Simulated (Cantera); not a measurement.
Input: 1 mol Pb, 0.23 mol CO, 0.48 mol H₂, held at 0.110 bar.

Points: T (K) = 725, 750, 775, 800, 825, 850, 875, 900, 925, 950, 975, 1000, 1025, 1050.

Cantera's Mixture.equilibrate('TP', solver="vcs", rtol=1e-11, max_steps=5000) on the NASA tables stopped like this:

```
: H2 6.679e-01  CO 2.680e-01  H2O 2.926e-02  CO2 2.374e-02  CH4 1.113e-02
   condensed (mol): C(gr) 0.02794  Pb(L) 1
T = 950 K  P = 11000 Pa  gas = 0.6806 mol
   x: H2 6.690e-01  CO 2.877e-01  H2O 1.977e-02  CO2 1.523e-02  CH4 8.252e-03
   condensed (mol): C(gr) 0.01821  Pb(L) 1
T = 975 K  P = 11000 Pa  gas = 0.69 mol
   x: H2 6.699e-01  CO 3.009e-01  H2O 1.332e-02  CO2 9.565e-03  CH4 6.203e-03
   condensed (mol): C(gr) 0.01151  Pb(L) 0.9999
T = 1000 K  P = 11000 Pa  gas = 0.6964 mol
   x: H2 6.708e-01  CO 3.093e-01  H2O 9.021e-03  CO2 5.971e-03  CH4 4.726e-03  Pb 1.472e-04
   condensed (mol): C(gr) 0.007148  Pb(L) 0.9999
ERROR: FAILURE its = 5001!

*******************************************************************************
CanteraError thrown by MultiPhase::equilibrate:
VCS solver failed. Return code: -1
*******************************************************************************
```

### Question
What got this run through?

### Answer
Several could match; the one computed here: The failure is numerical, not chemical. The same input converged with solver="gibbs", rtol=1e-10, max_steps=50000, and the result passed a check of the equilibrium conditions:
```
T = 725 K  P = 11000 Pa  gas = 0.4765 mol
   x: H2 4.848e-01  H2O 2.572e-01  CH4 1.327e-01  CO2 1.002e-01  CO 2.509e-02
   condensed (mol): C(gr) 0.1071  Pb(L) 1
T = 750 K  P = 11000 Pa  gas = 0.4997 mol
   x: H2 5.385e-01  H2O 2.184e-01  CH4 1.019e-01  CO2 1.007e-01  CO 4.055e-02
   condensed (mol): C(gr) 0.1085  Pb(L) 1
T = 775 K  P = 11000 Pa  gas = 0.524 mol
   x: H2 5.826e-01  H2O 1.807e-01  CO2 9.785e-02  CH4 7.636e-02  CO 6.248e-02
   condensed (mol): C(gr) 0.106  Pb(L) 1
T = 800 K  P = 11000 Pa  gas = 0.5494 mol
   x: H2 6.162e-01  H2O 1.452e-01  CO 9.152e-02  CO2 9.097e-02  CH4 5.615e-02
   condensed (mol): C(gr) 0.09889  Pb(L) 1
T = 825 K  P = 11000 Pa  gas = 0.5757 mol
   x: H2 6.396e-01  CO 1.270e-01  H2O 1.127e-01  CO2 7.991e-02  CH4 4.071e-02
   condensed (mol): C(gr) 0.08746  Pb(L) 1
T = 850 K  P = 11000 Pa  gas = 0.602 mol
   x: H2 6.543e-01  CO 1.664e-01  H2O 8.447e-02  CO2 6.560e-02  CH4 2.930e-02
   condensed (mol): C(gr) 0.07271  Pb(L) 1
T = 875 K  P = 11000 Pa  gas = 0.6271 mol
   x: H2 6.622e-01  CO 2.056e-01  H2O 6.106e-02  CO2 5.002e-02  CH4 2.106e-02
   condensed (mol): C(gr) 0.05645  Pb(L) 1
T = 900 K  P = 11000 Pa  gas = 0.6493 mol
   x: H2 6.660e-01  CO 2.404e-01  H2O 4.276e-02  CO2 3.551e-02  CH4 1.523e-02
   condensed (mol): C(gr) 0.04093  Pb(L) 1
T = 925 K  P = 11000 Pa  gas = 0.6672 mol
   x: H2 6.679e-01  CO 2.680e-01  H2O 2.926e-02  CO2 2.374e-02  CH4 1.113e-02
   condensed (mol): C(gr) 0.02794  Pb(L) 1
T = 950 K  P = 11000 Pa  gas = 0.6806 mol
   x: H2 6.690e-01  CO 2.877e-01  H2O 1.977e-02  CO2 1.523e-02  CH4 8.252e-03
   condensed (mol): C(gr) 0.01821  Pb(L) 1
T = 975 K  P = 11000 Pa  gas = 0.69 mol
   x: H2 6.699e-01  CO 3.009e-01  H2O 1.332e-02  CO2 9.565e-03  CH4 6.203e-03
   condensed (mol): C(gr) 0.01151  Pb(L) 0.9999
T = 1000 K  P = 11000 Pa  gas = 0.6964 mol
   x: H2 6.708e-01  CO 3.093e-01  H2O 9.021e-03  CO2 5.971e-03  CH4 4.726e-03  Pb 1.472e-04
   condensed (mol): C(gr) 0.007148  Pb(L) 0.9999
T = 1025 K  P = 11000 Pa  gas = 0.7007 mol
   x: H2 6.716e-01  CO 3.146e-01  H2O 6.166e-03  CO2 3.745e-03  CH4 3.647e-03  Pb 2.529e-04
   condensed (mol): C(gr) 0.004389  Pb(L) 0.9998
T = 1050 K  P = 11000 Pa  gas = 0.7036 mol
   x: H2 6.722e-01  CO 3.179e-01  H2O 4.266e-03  CH4 2.846e-03  CO2 2.376e-03  Pb 4.230e-04
   condensed (mol): C(gr) 0.002671  Pb(L) 0.9997
```

The gas is ideal and each condensed phase is pure.
